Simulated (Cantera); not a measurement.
Charge: 1 mol AlN, 0.35 mol H2O, held at 1427 °C.

Equilibrium computed with Cantera from the NASA thermochemical tables; the gas is ideal and each condensed phase is pure. Candidate condensed phases: Al, AlN, Al2O3, H2O; 35 gas species. Mutual solubility and eutectic melting of coexisting phases are not modelled. The tables' values for AlOH are old estimates; treat these amounts as uncertain. Equilibrium is a limit: real reactors are often held back by kinetics, nucleation or transport.

Q: At 5.20 Pa, list the 4 most abundant gas species with their mole fractions, and the condensed phases.

A: H2 0.532, N2 0.276, Al 0.126, Al2O 0.0498. Condensed: AlN(s) + Al2O3(s).
